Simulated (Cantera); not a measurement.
**Ammonia decomposition in nitride growth gas**

A perfectly stirred reactor is fed with 57.5 % NH3, 42.5 % H2, at 1130 Torr; it is held at 1798 K, and followed from long to short residence time.

Cantera simulation using the gas-phase N/H chemistry of the illustrative SiF4/NH3 mechanism in the Surface Chemkin manual (1991); the numbers are that mechanism's predictions, not measurements. Walls and surfaces, which speed up NH3 decomposition in real reactors, are not modelled.

```csv
τ (s),x NH3,x H2,x NH,x N,x N2,x N2H4
0.49,0.244,0.651,1.44e-6,6.35e-8,0.105,8.65e-8
0.22,0.341,0.585,1.69e-6,6.80e-8,0.0743,1.43e-7
0.096,0.434,0.521,1.87e-6,6.98e-8,0.0446,2.04e-7
0.043,0.499,0.477,1.98e-6,6.99e-8,0.0239,2.50e-7
0.019,0.538,0.450,2.02e-6,6.93e-8,0.0116,2.77e-7
0.0084,0.558,0.437,2.03e-6,6.80e-8,0.00527,2.88e-7
0.0037,0.567,0.430,1.99e-6,6.54e-8,0.00229,2.88e-7
0.0016,0.571,0.427,1.87e-6,5.97e-8,0.000925,2.73e-7
0.00072,0.573,0.426,1.64e-6,4.88e-8,0.000351,2.38e-7
```
x: mole fraction; the columns are a selection and need not sum to one.
